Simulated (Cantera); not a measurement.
What does this Cantera script print?

```python
import numpy as np
import cantera as ct

surf = ct.Interface("diamond.yaml", "diamond_100")
gas, bulk = surf.adjacent["gas"], surf.adjacent["diamond"]
k = surf.kinetics_species_index(bulk.species_names[0])
cover = ["c6HH", "c6H*", "c6*H", "c6**", "c6HM", "c6B"]

rows, drift = [], 0.0
print(f"{'P':>10s}{'um/h':>11s}" + "".join(f"{s:>11s}" for s in cover))
for v in [710, 1300, 2200, 3900, 6900, 12000, 21000, 38000]:
    T, P, xH, xCH3 = 925, v, 0.00064, 0.00013
    gas.TPX = T, P, {"H": xH, "CH3": xCH3, "CH4": 0.012, "H2": 1 - xH - xCH3 - 0.012}
    surf.TP = bulk.TP = T, P
    surf.coverages = "c6H*:0.1, c6HH:0.9"
    surf.advance_coverages(100.0)
    before = surf.coverages
    surf.advance_coverages(100.0)
    drift = max(drift, np.max(np.abs(surf.coverages - before) / (surf.coverages + 1e-9)))
    rate = surf.net_production_rates[k] * bulk.mean_molecular_weight / bulk.density * 3.6e9
    rows.append([rate, *surf[cover].coverages])
    print(f"{v:10.4g}{rate:11.4e}" + "".join(f"{x:11.3e}" for x in rows[-1][1:]))
```

Result:

```
         P       um/h       c6HH       c6H*       c6*H       c6**       c6HM        c6B
       710 2.1971e-01  5.849e-01  1.059e-02  2.725e-01  4.275e-03  1.002e-01  5.962e-10
      1300 4.4053e-01  5.768e-01  1.044e-02  2.686e-01  4.213e-03  1.099e-01  1.195e-09
      2200 7.8222e-01  5.721e-01  1.035e-02  2.664e-01  4.179e-03  1.154e-01  2.123e-09
      3900 1.4311e+00  5.690e-01  1.030e-02  2.648e-01  4.155e-03  1.192e-01  3.883e-09
      6900 2.5785e+00  5.671e-01  1.026e-02  2.639e-01  4.141e-03  1.214e-01  6.997e-09
   1.2e+04 4.5305e+00  5.660e-01  1.025e-02  2.634e-01  4.134e-03  1.227e-01  1.229e-08
   2.1e+04 7.9762e+00  5.654e-01  1.025e-02  2.631e-01  4.130e-03  1.234e-01  2.164e-08
   3.8e+04 1.4486e+01  5.650e-01  1.026e-02  2.629e-01  4.129e-03  1.239e-01  3.931e-08
```

Model: the Harris–Goodwin 1993 mechanism for the reconstructed diamond (100) surface, integrated in Cantera.
